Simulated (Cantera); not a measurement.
A freely propagating, adiabatic, planar premixed flame of CH4 : H2 : O2 : N2 = 1 : 0.089 : 2.73 : 10.2 (molar parts), unburnt at 400 K and 89000 Pa; unity-Lewis-number transport, grid criteria slope 0.08 and curve 0.16, no radiation.

Detailed kinetics in Cantera: GRI-Mech 3.0 (53 species, 325 reactions). Unity Lewis numbers drop preferential diffusion, which matters most where H2 and H carry the flame. Burning velocities carry a grid error of a few per cent, more on coarse grids.

Q: Predict: laminar burning velocity; thermal thickness; peak x(C2H4); peak x(CO).

A: 
* **laminar burning velocity**: 41.2 cm/s
* **thermal thickness**: 0.518 mm
* **peak x(C2H4)**: 0.000136
* **peak x(CO)**: 0.0281
